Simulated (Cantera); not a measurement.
# Adiabatic ignition

An adiabatic, constant-volume homogeneous reactor starts with CH4 : O2 : N2 = 1 : 7.5 : 19.8 (molar parts), at 1325 K and 1.50 bar.

Computed with Cantera and GRI-Mech 3.0 (53 species, 325 reactions).

```tsv
t (s)	T (K)	P (bar)	x CH4	x O2	x C2H4	x C2H6	x C2H	x NO	x O
1.00e-6	1325	1.50	0.0353	0.265	<1e-12	<1e-12	<1e-12	<1e-12	6.08e-11
3.11e-6	1325	1.50	0.0353	0.265	<1e-12	<1e-12	<1e-12	<1e-12	1.63e-10
9.69e-6	1325	1.50	0.0353	0.265	<1e-12	<1e-12	<1e-12	<1e-12	2.67e-10
3.01e-5	1325	1.50	0.0353	0.265	1.16e-12	2.18e-11	<1e-12	<1e-12	5.65e-10
9.38e-5	1325	1.50	0.0353	0.265	4.96e-11	8.75e-10	<1e-12	<1e-12	1.75e-9
0.000292	1325	1.50	0.0353	0.265	3.78e-9	6.49e-8	<1e-12	<1e-12	9.31e-9
0.000909	1326	1.50	0.0352	0.265	9.63e-7	1.44e-5	<1e-12	<1e-12	9.74e-8
0.00283	2255	2.56	<1e-12	0.193	<1e-12	<1e-12	<1e-12	6.57e-5	0.00108
0.00880	2254	2.56	<1e-12	0.192	<1e-12	<1e-12	<1e-12	0.000758	0.00104
0.0274	2249	2.55	<1e-12	0.191	<1e-12	<1e-12	<1e-12	0.00271	0.00101
0.0853	2238	2.54	<1e-12	0.189	<1e-12	<1e-12	<1e-12	0.00697	0.000940
0.265	2227	2.52	<1e-12	0.187	<1e-12	<1e-12	<1e-12	0.0112	0.000876
0.826	2225	2.52	<1e-12	0.187	<1e-12	<1e-12	<1e-12	0.0119	0.000866
2.57	2225	2.52	<1e-12	0.187	<1e-12	<1e-12	<1e-12	0.0119	0.000866
8.00	2225	2.52	<1e-12	0.187	<1e-12	<1e-12	<1e-12	0.0119	0.000866
```
x: mole fraction; the columns are a selection and need not sum to one.

```yaml
time_of_steepest_temperature_rise: 2.50 ms
temperature at 8.00 s: 2225 K
equilibrium_temperature: 2225 K
x(CH4) at 8.00 s: <1e-12 (gas-phase equilibrium <1e-12)
x(O2) at 8.00 s: 0.187 (gas-phase equilibrium 0.187)
x(C2H4) at 8.00 s: <1e-12 (gas-phase equilibrium <1e-12)
```
